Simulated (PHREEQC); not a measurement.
Dissolve 0.031 mol/kgw KHCO3 and 0.017 mol/kgw NaF at 65 °C. Closed to the air; pH follows from the charge balance.

Model: ion-association model, wateq4f.dat, run in PHREEQC.

Q: The ionic strength comes out as 0.0478 mol/kgw. What activity coefficients do HCO3-, NaCO3-, K+, CO3-2, Na+ get?

A: HCO3- 0.82, NaCO3- 0.82, K+ 0.80, CO3-2 0.45, Na+ 0.81.

No solid was allowed to form. Species that the database lacks are ignored. Away from 25 °C the constants follow the database's enthalpies or fits; those with neither stay at their 25 °C values.
